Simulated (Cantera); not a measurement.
Charge: 1 mol SiHCl3, 0.22 mol C2H4, 5.4 mol H2, at 0.130 bar.

Equilibrium computed with Cantera from the NASA thermochemical tables; the gas is ideal and each condensed phase is pure. Candidate condensed phases: C, C6H6, C7H8, C8H18, Si, SiC; 109 gas species. The tables' values for SiCl3 are old estimates; treat these amounts as uncertain. Equilibrium is a limit: real reactors are often held back by kinetics, nucleation or transport. All values below are at 1548 K.

Base state: H2 0.706, HCl 0.221, SiCl2 0.0557, SiCl3 0.00977, SiCl4 0.00480, SiHCl3 0.00187, SiH2Cl2 0.000119, H 7.18e-5 (mole fractions); condensed: SiC(s).

What changes in the equilibrium state with this change: H2 from 5.4 to 21 mol?


```
species       before     after
-----------  -------  --------
H2             0.706     0.898
HCl            0.221    0.0784
SiCl2         0.0557    0.0222
SiCl4        0.00480  0.000189
SiCl3        0.00977   0.00122
SiHCl3       0.00187  0.000264
Cl           1.80e-5   5.65e-6
SiC(s), mol    0.440     0.440
```
